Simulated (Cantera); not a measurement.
Charge: 1 mol Fe₂O₃, a varied amount of CH₄, 0.17 mol CO, equilibrated at 1700 K and 0.960 bar.

Points: n(CH4) (mol) = 0.32, 0.43, 0.56, 0.75, 0.98, 1.3, 1.7, 2.3, 3, 4.

Cantera's Mixture.equilibrate('TP', solver="vcs", rtol=1e-11, max_steps=5000) on the NASA tables stopped like this:

```
ERROR: FAILURE its = 5001!

*******************************************************************************
CanteraError thrown by MultiPhase::equilibrate:
VCS solver failed. Return code: -1
*******************************************************************************
```

**Question.** What got this run through?

**Answer.** This is not unique; one that fits is The failure is numerical, not chemical. The same input converged with solver="gibbs", rtol=1e-10, max_steps=50000, and the result passed a check of the equilibrium conditions:
```
log10 of partial pressures in bar; condensed amounts in mol
    n(CH4)        H2       H2O        CO       CO2       CH4         H C2H2,acet   Fe(OH)2        OH     C(gr)     Fe(d)    FeO(L)
      0.32    -0.829    -0.403    -0.631    -0.739    -8.991    -4.246   -13.709    -4.504    -5.107         0         0         2
      0.43    -0.552    -0.546    -0.517    -1.045    -7.902    -4.107   -12.364    -4.647    -5.388         0         0         2
      0.56    -0.403    -0.732    -0.477    -1.340    -7.231    -4.033   -11.467    -4.832    -5.649         0  0.005648     1.994
      0.75    -0.393    -0.721    -0.494    -1.356    -7.227    -4.028   -11.489    -4.822    -5.643         0    0.3399      1.66
      0.98    -0.385    -0.714    -0.506    -1.368    -7.224    -4.024   -11.506    -4.815    -5.640         0    0.7445     1.255
       1.3    -0.379    -0.708    -0.516    -1.378    -7.223    -4.021   -11.521    -4.809    -5.637         0     1.307    0.6925
       1.7    -0.373    -0.708    -0.523    -1.391    -7.213    -4.018   -11.519    -4.814    -5.639         0         2         0
       2.3    -0.265    -1.091    -0.493    -1.853    -6.473    -3.964   -10.365    -5.690    -6.077         0         2         0
         3    -0.202    -3.690    -0.479    -4.500    -3.673    -3.933    -4.953   -10.949    -8.707         0         2         0
         4    -0.163    -4.044    -0.565    -4.980    -3.287    -3.913    -4.298   -11.697    -9.081    0.9939         2         0
```

The gas is ideal and each condensed phase is pure. Iron dissolves carbon and melts from about 1420 K in contact with it, which pure phases cannot show. Mutual solubility and eutectic melting of coexisting phases are not modelled. The tables' stoichiometric FeO is somewhat more stable than real wüstite, so its field is too wide. FeO: taken at fixed stoichiometry. Condensed phases not in the tables: cementite and carbon dissolved in iron.
